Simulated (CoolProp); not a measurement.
Vapour pressure (MPa) of C3F8 (R218): the reference equation beside estimates from Tc = 345.0 K, pc = 2.640 MPa, ω = 0.317.

Values from CoolProp's reference Helmholtz-energy equation of state, Lemmon 2006. It is a short technical equation, of lower accuracy than the large ones.

| T (K) | reference | Lee-Kesler | van der Waals |
|---|---|---|---|
| 249.6 | 0.1778 | 0.1782 | 0.6248 |
| 253.6 | 0.2079 | 0.2086 | 0.6759 |
| 257.6 | 0.2417 | … | 0.7296 |
| 261.6 | 0.2796 | 0.2809 | 0.7860 |
| 265.6 | 0.3219 | 0.3235 | 0.8451 |
| 269.6 | 0.3687 | … | 0.9070 |
| 273.6 | 0.4206 | 0.4229 | 0.9717 |
| 277.6 | 0.4777 | … | 1.039 |
| 281.6 | 0.5405 | 0.5435 | 1.110 |
| 285.6 | 0.6092 | 0.6125 | 1.183 |
| 289.6 | 0.6842 | 0.6879 | 1.259 |
| 293.6 | 0.7659 | 0.7699 | 1.339 |
| 297.6 | … | 0.8590 | 1.421 |

Task: Some entries are withheld; supply them.

Result: 
- 257.6, Lee-Kesler: 0.2427
- 269.6, Lee-Kesler: 0.3707
- 277.6, Lee-Kesler: 0.4804
- 297.6, reference: 0.8547

Absolute difference from the reference over all 13 rows, mean and median: Lee-Kesler 0.5 and 0.5 %, van der Waals 141.6 and 131.0 %.
